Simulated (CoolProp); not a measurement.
Vapour pressure (MPa) of c-C4F8 (RC318): the reference equation beside estimates from Tc = 115.2 °C, pc = 2.778 MPa, ω = 0.355.

The numbers come from the reference Helmholtz-energy equation of state, Platzer 1990 in CoolProp. This equation is an older, rougher fit; its heat capacities, sound speeds and derivatives of the liquid may be far off and weren't checked against measurements.

| T (°C) | reference | van der Waals | Peng-Robinson |
|---|---|---|---|
| -33.05 | 0.02830 | 0.2862 | 0.02895 |
| -26.65 | 0.03945 | 0.3313 | 0.04008 |
| -20.25 | 0.05389 | 0.3810 | ___ |
| -13.85 | 0.07227 | 0.4355 | ___ |
| -7.45 | 0.09528 | 0.4948 | 0.09542 |
| -1.05 | 0.1237 | ___ | 0.1235 |
| 5.35 | 0.1583 | 0.6290 | 0.1577 |
| 11.75 | 0.2000 | 0.7041 | ___ |
| 18.15 | 0.2496 | 0.7848 | 0.2479 |

Task: Some entries are withheld; supply them.

Result: 
- -20.25, Peng-Robinson: 0.05444
- -13.85, Peng-Robinson: 0.07265
- -1.05, van der Waals: 0.5593
- 11.75, Peng-Robinson: 0.1988

Absolute difference from the reference over all 9 rows, mean and median: van der Waals 477.3 and 419.3 %, Peng-Robinson 0.8 and 0.6 %.
